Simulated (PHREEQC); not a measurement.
Make-up at 25 °C: 0.66 mol/kgw KOH, 0.0002 mol/kgw K2SO4 and 9e-05 mol/kgw CO2. Closed to the air; pH follows from the charge balance.

Equilibrium calculation in PHREEQC: ion-association model, phreeqc.dat.

| quantity | before | after |
|---|---|---|
| pH | 13.61 | 12.71 |
| SO4-2 (mol/kgw) | 0.000112 | 1.68e-5 |
| KSO4- (mol/kgw) | 8.80e-5 | 3.23e-6 |

**Question.** What was changed between the two runs?
(A) CO2 left out
(B) CO2 from 9e-05 to 9.9e-05 mol/kgw
(C) diluted 10-fold with water
(D) KOH from 0.66 to 0.726 mol/kgw
(E) temperature from 25 to 50 °C

**Answer.** C, diluted 10-fold with water

This is a speciation only: nothing precipitates in the calculation.
